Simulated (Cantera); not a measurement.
## TiC + C + H2 (sublimation and decomposition of ceramics)

A closed system holds: 1 mol TiC, 0.013 mol C, 8.9 mol H2, equilibrated at 7.28 Torr.

These are equilibrium values from Cantera (NASA tables, ideal gas, pure condensed phases), not measurements of a reactor. Candidate condensed phases: C, C6H6, C7H8, C8H18, Ti, TiC; 77 gas species. TiC: taken at fixed stoichiometry. Equilibrium is a limit: real reactors are often held back by kinetics, nucleation or transport.

From 1523 K to 1973 K the condensed part is C(graphite) + TiC(s). From 2048 K to 2498 K the condensed part is TiC(s).

```csv
T (K),log p H2,log p H,log p C2H2 (acetylene),log p Ti,log p CH4,log p C2H,n C(graphite),n TiC(s)
1523,-2.01,-5.64,-6.94,<-14,-6.66,-13.23,0.0126,1.00
1598,-2.01,-5.28,-6.58,-13.36,-6.81,-12.33,0.0124,1.00
1673,-2.01,-4.95,-6.26,-12.41,-6.94,-11.50,0.0119,1.00
1748,-2.01,-4.65,-5.96,-11.55,-7.06,-10.75,0.0109,1.00
1823,-2.02,-4.37,-5.69,-10.75,-7.18,-10.06,0.00918,1.00
1898,-2.02,-4.12,-5.44,-10.02,-7.28,-9.43,0.00627,1.00
1973,-2.02,-3.88,-5.21,-9.35,-7.38,-8.84,0.00162,1.00
2048,-2.02,-3.66,-5.16,-8.65,-7.55,-8.45,0,1.000
2123,-2.03,-3.46,-5.16,-7.97,-7.74,-8.15,0,1.000
2198,-2.04,-3.27,-5.16,-7.34,-7.92,-7.86,0,1.000
2273,-2.05,-3.10,-5.17,-6.76,-8.09,-7.59,0,1.000
2348,-2.07,-2.94,-5.16,-6.22,-8.26,-7.33,0,0.999
2423,-2.09,-2.80,-5.14,-5.73,-8.42,-7.06,0,0.998
2498,-2.12,-2.67,-5.07,-5.29,-8.56,-6.75,0,0.995
```
log p: log10 of the partial pressure in bar; n: condensed amount in mol.
